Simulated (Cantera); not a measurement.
Cantera run:

```python
import numpy as np
import cantera as ct

gas_names = """
    N NO NO2 NO3 N2 N2O O O2 O3 Si SiN SiO SiO2 Si2 Si2N Si3
""".split()
cond_names = """
    Si(cr) Si(L) SiO2(Lqz) SiO2(hqz) SiO2(L) Si2N2O(s) Si3N4(a)
""".split()


def load(file, names, dense=False):
    # The tables refer to 1 bar. Condensed volumes are neglected.
    table = {s.name: s for s in ct.Species.list_from_file(file)}
    out = []
    for n in names:
        d = dict(table[n].input_data)
        d["thermo"] = dict(d["thermo"], **{"reference-pressure": 1e5})
        if dense:
            d["equation-of-state"] = {"model": "constant-volume", "density": "1e6 g/cm^3"}
        out.append(ct.Species.from_dict(d))
    return out


gas = ct.Solution(thermo="ideal-gas", species=load("nasa_gas.yaml", gas_names))
cond = {s.name: ct.Solution(thermo="fixed-stoichiometry", species=[s], name=s.name)
        for s in load("nasa_condensed.yaml", cond_names, dense=True)}
atoms = {
    'Si': {'Si': 1},
    'N2O': {'N': 2, 'O': 1},
    'N2': {'N': 2},
}
top_T = {'Si2N2O(s)': 2100, 'Si3N4(a)': 2400}  # K; cautious upper limits of use, not melting points


def equilibrate(T, P, feed):
    n = {}
    for name, mol in feed.items():
        for a, k in atoms[name].items():
            n[a] = n.get(a, 0.0) + k * mol
    gas.TPX = T, P, n
    mass = sum(n.values()) * gas.mean_molecular_weight
    gas.equilibrate("TP")
    valid = [c for c in cond.values() if c.min_temp <= T <= top_T.get(c.name, c.max_temp)]
    mix = ct.Mixture([(gas, mass / gas.mean_molecular_weight)] + [(c, 0.0) for c in valid])
    mix.T, mix.P = T, P
    mix.equilibrate("TP", solver="vcs", rtol=1e-11, max_steps=5000)
    return mix


results = []
feed = {'Si': 1, 'N2O': 0.38, 'N2': 19}  # mol
T = 1400  # K
for P in [0.1, 2.5, 63, 1600, 40000, 1000000]:
    mix = equilibrate(T, P, feed)
    results.append((T, P, feed, dict(zip(mix.species_names, mix.species_moles))))
    x = sorted(zip(gas.X, gas.species_names), reverse=True)
    print(f"T = {T:g} K  P = {P:g} Pa  gas = {mix.phase_moles(0):.4g} mol")
    print("   x: " + "  ".join(f"{s} {v:.3e}" for v, s in x if v > 1e-05))
    print("   condensed (mol): " + ("  ".join(f"{mix.phase(i).name} {mix.phase_moles(i):.4g}"
          for i in range(1, mix.n_phases) if mix.phase_moles(i) > 1e-12) or "none"))
```

It prints:

```
T = 1400 K  P = 0.1 Pa  gas = 19.78 mol
   x: N2 9.800e-01  SiO 1.921e-02  Si 8.231e-04
   condensed (mol): Si(cr) 0.6036
T = 1400 K  P = 2.5 Pa  gas = 18.88 mol
   x: N2 9.984e-01  SiO 1.561e-03  Si 1.235e-05
   condensed (mol): Si2N2O(s) 0.3505  Si3N4(a) 0.08975
T = 1400 K  P = 63 Pa  gas = 18.84 mol
   x: N2 1.000e+00  SiO 2.112e-05
   condensed (mol): Si2N2O(s) 0.3796  Si3N4(a) 0.08013
T = 1400 K  P = 1600 Pa  gas = 18.84 mol
   x: N2 1.000e+00
   condensed (mol): Si2N2O(s) 0.38  Si3N4(a) 0.08
T = 1400 K  P = 40000 Pa  gas = 18.84 mol
   x: N2 1.000e+00
   condensed (mol): Si2N2O(s) 0.38  Si3N4(a) 0.08
T = 1400 K  P = 1e+06 Pa  gas = 18.84 mol
   x: N2 1.000e+00
   condensed (mol): Si2N2O(s) 0.38  Si3N4(a) 0.08
```

Cantera equilibrium calculation (NASA polynomials, part measured and part estimated; ideal gas, pure solids and liquids). Mutual solubility and eutectic melting of coexisting phases are not modelled.
